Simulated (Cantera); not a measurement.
An isothermal, constant-pressure homogeneous reactor starts with 21.7 % CH₄, 78.3 % H₂O, at 1450 K and 10.0 bar.

Computed with Cantera and GRI-Mech 3.0 (53 species, 325 reactions).

Task: Predict: x(CH₄) at 80.0 s; x(H₂O) at 80.0 s; x(CH₂CO) at 80.0 s; x(CH₃) at 80.0 s; x(HCO) at 80.0 s.

Result: 
| Property | Result |
|---|---|
| x(CH₄) at 80.0 s | 0.0394 (gas-phase equilibrium 3.06e-5) |
| x(H₂O) at 80.0 s | 0.428 (gas-phase equilibrium 0.358) |
| x(CH₂CO) at 80.0 s | 1.25e-7 (gas-phase equilibrium 8.98e-11) |
| x(CH₃) at 80.0 s | 3.72e-6 (gas-phase equilibrium 2.65e-9) |
| x(HCO) at 80.0 s | 3.26e-9 (gas-phase equilibrium 4.84e-9) |
